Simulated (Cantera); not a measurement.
A perfectly stirred reactor is fed with 9.31 % CO, 4.75 % H₂, 1.02 % CH₄, 8.24 % O₂, 76.7 % N₂, equivalence ratio 1.1, at 6.22 atm; it is adiabatic with a 625 K inlet, and is followed from long to short residence time, starting on the burning branch (τ in s: 0.03, 0.013, 0.0059, 0.0026, 0.0012, 0.00051, 0.00023, 0.0001, 4.4e-05).

Cantera simulation using GRI-Mech 3.0 (53 species, 325 reactions); the numbers are that mechanism's predictions, not measurements.

### Question
Predict: blow-out, bracketed by the residence times tried; x(CO) at τ = 30.0 ms; x(H₂) at τ = 30.0 ms; x(CH₄) at τ = 30.0 ms; x(HCO) at τ = 30.0 ms; x(CO) at τ = 1.20 ms; x(H₂) at τ = 1.20 ms; x(CH₄) at τ = 1.20 ms; x(HCO) at τ = 1.20 ms.

### Answer
```json
{
  "blow_out_bracketed_by_the_residence_times_tried": "burning at 0.100 ms, out at 44.0 µs",
  "x(CO) at τ = 30.0 ms": "0.0158",
  "x(H₂) at τ = 30.0 ms": "0.00288",
  "x(CH₄) at τ = 30.0 ms": "3.26e-6",
  "x(HCO) at τ = 30.0 ms": "1.69e-8",
  "x(CO) at τ = 1.20 ms": "0.0208",
  "x(H₂) at τ = 1.20 ms": "0.00370",
  "x(CH₄) at τ = 1.20 ms": "1.91e-5",
  "x(HCO) at τ = 1.20 ms": "1.72e-7"
}
```
